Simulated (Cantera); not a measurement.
Charge: 1 mol SO2, 0.11 mol H2, 6.4 mol O2, at 748.15 K and 5.50 mbar.

These are equilibrium values from Cantera (NASA tables, ideal gas, pure condensed phases), not measurements of a reactor. Candidate condensed phases: H2O, H2SO4, S; 19 gas species. Rates play no part.

Base state: O2 0.842, SO3 0.124, SO2 0.0189, H2O 0.0157 (mole fractions); condensed: gas only.

**Question.** What changes in the equilibrium state with this change: H2 from 0.11 to 5.2 mol?

**Answer.** 
```tsv
species	before	after
H2O	0.0157	0.542
O2	0.842	0.354
SO3	0.124	0.0843
SO2	0.0189	0.0199
H2SO4	1.87e-6	4.42e-5
```
